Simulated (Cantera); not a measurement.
An adiabatic, constant-pressure homogeneous reactor starts with 6.85 % CO, 2.33 % H2, 14.3 % O2, 53.9 % N2, 22.6 % H2O, at 1248 K and 10.0 bar.

Cantera simulation using GRI-Mech 3.0 (53 species, 325 reactions); the numbers are that mechanism's predictions, not measurements. The hydrogen kinetics of GRI-Mech 3.0 are dated; newer H2 mechanisms differ, most at raised pressure.

One state of this run: T (K) = 1894; x CO = 3.73e-5; x H2 = 3.24e-5; x O2 = 0.101; x H2O2 = 3.37e-7; x N2O = 5.00e-7; x OH = 0.000899. x: mole fraction; the columns are a selection and need not sum to one.

Question: Which value of t (s) does it belong to?
A) 2.38
B) 5.71e-5
C) 1.51e-5
D) 0.000216

Answer: A, 2.38
